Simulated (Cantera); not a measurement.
An isothermal, constant-pressure homogeneous reactor starts with N2O : H2 : N2 = 1 : 0.018 : 4.8 (molar parts), at 1600 K and 0.0878 atm. Integrator tolerance rtol = 1e-08.

Detailed kinetics in Cantera: GRI-Mech 3.0 (53 species, 325 reactions). GRI-Mech 3.0 was tuned for natural gas; its chemistry of N2O as a main component is partial and can be far from experiment. The temperature is held fixed by assumption; the heat of reaction is taken as removed at once.

Question: What does this change do: N2 4.8 to 0.91 parts?

Answer: 
```tsv
quantity	before	after
x(N2O) at 20.0 s	4.48e-7 (gas-phase equilibrium 2.45e-8)	2.94e-6 (gas-phase equilibrium 3.40e-8)
x(H2) at 20.0 s	2.61e-7 (gas-phase equilibrium 2.28e-7)	4.25e-7 (gas-phase equilibrium 3.68e-7)
x(NO) at 20.0 s	0.0365 (gas-phase equilibrium 0.00127)	0.0986 (gas-phase equilibrium 0.00191)
x(O) at 20.0 s	1.20e-5 (gas-phase equilibrium 1.36e-5)	1.93e-5 (gas-phase equilibrium 2.20e-5)
x(H2O2) at 20.0 s	7.41e-11 (gas-phase equilibrium 8.40e-11)	3.11e-10 (gas-phase equilibrium 3.55e-10)
x(N2) at 20.0 s	0.901 (gas-phase equilibrium 0.919)	0.740 (gas-phase equilibrium 0.789)
```
